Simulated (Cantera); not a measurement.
# Aluminium nitride and oxide growth: Al(CH3)3 + H2O + N2

A closed system holds: 1 mol Al(CH3)3, 0.56 mol H2O, 540 mol N2, held at 1.33 mbar.

Equilibrium computed with Cantera from the NASA thermochemical tables; the gas is ideal and each condensed phase is pure. Candidate condensed phases: Al, AlN, Al2O3, C, C6H6, C7H8, C8H18, H2O; 148 gas species. The feed counts by its element totals alone. Mutual solubility and eutectic melting of coexisting phases are not modelled. The numbers say what is thermodynamically allowed, not how fast it happens.

| T (K) | log p N2 | log p H2 | log p CO | log p HCN | log p CH4 | log p H | log p NH3 | log p HNC | n AlN(s) | n Al2O3(s) | n C(graphite) |
|---|---|---|---|---|---|---|---|---|---|---|---|
| 698 | -2.88 | -4.91 | -12.12 | -12.20 | -8.87 | <-14 | -10.82 | <-14 | 0.627 | 0.187 | 3.00 |
| 748 | -2.88 | -4.91 | -10.94 | -11.53 | -9.29 | <-14 | -11.08 | <-14 | 0.627 | 0.187 | 3.00 |
| 798 | -2.88 | -4.91 | -9.92 | -10.94 | -9.67 | -14.03 | -11.32 | -14.58 | 0.627 | 0.187 | 3.00 |
| 848 | -2.88 | -4.91 | -9.01 | -10.43 | -10.01 | -13.17 | -11.52 | -13.83 | 0.627 | 0.187 | 3.00 |
| 898 | -2.88 | -4.91 | -8.21 | -9.97 | -10.31 | -12.41 | -11.71 | -13.16 | 0.628 | 0.186 | 3.00 |
| 948 | -2.88 | -4.91 | -7.49 | -9.56 | -10.58 | -11.73 | -11.88 | -12.56 | 0.635 | 0.182 | 2.99 |
| 998 | -2.88 | -4.91 | -6.85 | -9.19 | -10.83 | -11.12 | -12.03 | -12.03 | 0.665 | 0.167 | 2.94 |
| 1048 | -2.88 | -4.91 | -6.27 | -8.86 | -11.05 | -10.57 | -12.17 | -11.54 | 0.774 | 0.113 | 2.78 |
| 1098 | -2.88 | -4.91 | -5.86 | -8.56 | -11.25 | -10.06 | -12.29 | -11.11 | 1.00 | 0 | 2.44 |
log p: log10 of the partial pressure in bar; n: condensed amount in mol.

From 698 K to 1048 K the condensed part is AlN(s) + Al2O3(s) + C(graphite). At 1098 K the condensed part is AlN(s) + C(graphite).
